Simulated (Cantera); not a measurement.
A perfectly stirred reactor is fed with CH₄ : CO : O₂ : N₂ = 1 : 1.2 : 1.73 : 16.3 (molar parts), equivalence ratio 1.5, at 101000 Pa; it is adiabatic with a 600 K inlet, and is followed from long to short residence time, starting on the burning branch (τ in s: 0.076, 0.021, 0.006, 0.0017, 0.00048, 0.00014, 3.8e-05, 1.1e-05, 3.1e-06).

Model: GRI-Mech 3.0 (53 species, 325 reactions), integrated in Cantera.

Question: What does this change do: pressure from 101000 Pa to 270000 Pa?

Answer: 
```
quantity                                                                      before                               after
------------------------------------------------  ----------------------------------  ----------------------------------
blow-out, bracketed by the residence times tried  burning at 21.0 ms, out at 6.00 ms  burning at 21.0 ms, out at 6.00 ms
x(CH₄) at τ = 76.0 ms                                                        0.00220                             0.00339
x(CO) at τ = 76.0 ms                                                          0.0556                              0.0529
x(O₂) at τ = 76.0 ms                                                         0.00226                             0.00245
x(C₂H) at τ = 76.0 ms                                                        5.93e-9                             2.48e-9
x(H) at τ = 76.0 ms                                                          6.99e-5                             2.11e-5
x(CH₄) at τ = 0.480 ms                                                        0.0494                              0.0494
x(CO) at τ = 0.480 ms                                                         0.0593                              0.0593
x(O₂) at τ = 0.480 ms                                                         0.0855                              0.0855
x(C₂H) at τ = 0.480 ms                                                        <1e-12                              <1e-12
x(H) at τ = 0.480 ms                                                          <1e-12                              <1e-12
```
